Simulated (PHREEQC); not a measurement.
Consider water at 20 °C with 0.0011 mol ZnSO4, 0.00036 mol CuCl2, 0.12 mol NaF and 0.0024 mol NaCl per kg of water. Closed to the air; pH follows from the charge balance.

The numbers come from PHREEQC with the ion-association model, wateq4f.dat.

This is a speciation only: nothing precipitates in the calculation.

Question: Order these Zn species by the share of Zn that they hold, largest first: ZnCl+, ZnSO4, ZnF+, Zn+2.

Answer: Zn+2 (63 %), ZnF+ (35 %), ZnSO4 (1.7 %), ZnCl+ (0.16 %)

The pH is 6.54 and the ionic strength 0.122 mol/kgw. Examples of supersaturated solids here: Brochantite, Atacamite. Others may be too.
